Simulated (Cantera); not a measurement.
## Premixed flame

A freely propagating, adiabatic, planar premixed flame of 7.02 % CH4, 16.4 % O2, 76.5 % N2, 0.126 % H2, unburnt at 575 K and 4.20 bar; mixture-averaged transport, grid criteria slope 0.08 and curve 0.16, no radiation.

Model: GRI-Mech 3.0 (53 species, 325 reactions), integrated in Cantera. Burning velocities carry a grid error of a few per cent, more on coarse grids.

```
z (mm)   T (K)  u (m/s)     x CH4    x O2     x CH3       x O      x CO  x CH2CO
-------  -----  -------  --------  ------  --------  --------  --------  -------
-0.542     577    0.383    0.0700   0.163   1.52e-8     <1e-8   2.15e-5  1.29e-8
-0.361     583    0.388    0.0695   0.163   8.58e-8     <1e-8  0.000124  1.10e-7
-0.271     603    0.401    0.0682   0.161   3.31e-7     <1e-8  0.000456  5.88e-7
-0.181     696    0.465    0.0625   0.154   2.62e-6     <1e-8   0.00222  4.98e-6
-0.0904   1058    0.712    0.0414   0.122   9.07e-5   1.29e-6    0.0104  4.25e-5
-0.0452   1398    0.944    0.0215  0.0887  0.000557   2.74e-5    0.0190  9.98e-5
0         1735     1.17   0.00374  0.0519  0.000658  0.000393    0.0250  8.24e-5
0.0452    1877     1.26  0.000107  0.0346   3.23e-5   0.00127    0.0177  5.16e-6
0.0904    1938     1.30   1.72e-6  0.0297   6.12e-7   0.00125    0.0111  1.08e-7
0.181     2002     1.34     <1e-8  0.0263     <1e-8  0.000810   0.00589    <1e-8
0.361     2050     1.36     <1e-8  0.0243     <1e-8  0.000385   0.00284    <1e-8
0.723     2075     1.38     <1e-8  0.0233     <1e-8  0.000170   0.00126    <1e-8
1.45      2083     1.38     <1e-8  0.0230     <1e-8  0.000103  0.000675    <1e-8
```
x: mole fraction of selected species; z is measured from the peak of heat release.

The laminar burning velocity is 38.2 cm/s. The thermal thickness is 0.181 mm. The peak x(CH3) is 0.000893 and the peak x(O) comes out as 0.00134. The peak x(CO) comes out as 0.0250 and the peak x(CH2CO) is 0.000118.
